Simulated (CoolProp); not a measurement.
Octamethyltrisiloxane (MDM) along the isobar 38.1 bar: Z from the reference equation and from simpler models built on Tc = 292.2 °C, pc = 14.38 bar, ω = 0.528; each cubic takes its own stable root.

Computed with CoolProp (reference Helmholtz-energy equation of state, Thol 2017).

| T (°C) | phase | reference | van der Waals | Redlich-Kwong |
|---|---|---|---|---|
| -21.95 | liquid | 0.4985 | 0.8615 | 0.5868 |
| -14.55 | liquid | 0.4882 | 0.8412 | 0.5736 |
| -7.05 | liquid | 0.4785 | 0.8219 | 0.5610 |
| 0.35 | liquid | 0.4694 | 0.8040 | 0.5495 |
| 7.85 | liquid | 0.4608 | 0.7869 | 0.5385 |
| 15.25 | liquid | 0.4528 | 0.7710 | 0.5283 |
| 22.75 | liquid | 0.4452 | 0.7557 | 0.5187 |
| 30.15 | liquid | 0.4382 | 0.7415 | 0.5097 |
| 37.65 | liquid | 0.4314 | 0.7279 | 0.5012 |
| 45.05 | liquid | 0.4252 | 0.7152 | 0.4933 |
